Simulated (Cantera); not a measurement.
A perfectly stirred reactor is fed with 90.9 % CH4, 9.09 % CO2, at 1.97 atm; it is held at 1873 K, and followed from long to short residence time.

Cantera simulation using GRI-Mech 3.0 (53 species, 325 reactions); the numbers are that mechanism's predictions, not measurements. GRI-Mech 3.0 stops at C3 and has no aromatics, soot or wall deposition, so with more carbon than oxygen in the feed, carbon stays in small species such as C2H2 where larger ones or solid carbon would form.

### Question
Predict: x(CH4) at τ = 4.50 s; x(CO2) at τ = 4.50 s; x(C2H4) at τ = 4.50 s; x(H2O) at τ = 4.50 s; x(CH4) at τ = 41.0 ms; x(CO2) at τ = 41.0 ms; x(C2H4) at τ = 41.0 ms; x(H2O) at τ = 41.0 ms.

### Answer
```json
{
 "x(CH4) at τ = 4.50 s": "0.0182",
 "x(CO2) at τ = 4.50 s": "2.70e-5",
 "x(C2H4) at τ = 4.50 s": "0.00387",
 "x(H2O) at τ = 4.50 s": "0.000410",
 "x(CH4) at τ = 41.0 ms": "0.0591",
 "x(CO2) at τ = 41.0 ms": "0.00227",
 "x(C2H4) at τ = 41.0 ms": "0.00399",
 "x(H2O) at τ = 41.0 ms": "0.0225"
}
```
